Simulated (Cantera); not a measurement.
Feed: 1 mol FeS₂, 1.3 mol SO₃, 0.88 mol CO₂, equilibrated at 1300 °C and 13.0 mbar.

Method: chemical equilibrium by Gibbs-energy minimisation in Cantera with the NASA 1993 tables (ideal gas, pure condensed phases). Candidate condensed phases: C, Fe, Fe(CO)₅, FeO, FeS, FeSO₄, FeS₂, Fe₂O₃, Fe₂(SO₄)₃, Fe₃O₄, S; 25 gas species. The tables' stoichiometric FeO is somewhat more stable than real wüstite, so its field is too wide. FeO: taken at fixed stoichiometry. Kinetics and transport are ignored.

Question: What is the equilibrium state?

Answer: 
| Item | Value |
|---|---|
| x(SO₂) | 0.468 |
| x(S₂) | 0.246 |
| x(CO₂) | 0.172 |
| x(CO) | 0.0909 |
| x(SO) | 0.0192 |
| x(S₂O) | 0.00397 |
| x(COS) | 0.000448 |
| x(S) | 0.000397 |
| x(Fe) | 4.14e-6 |
| n(FeO(s)) | 1.000 mol |
| gas amount | 3.344 mol |
| log10 activity of Fe(γ) (absent) | -1.09 |
| log10 activity of S(l) (absent) | -2.53 |
| log10 activity of C(graphite) (absent) | -6.65 |
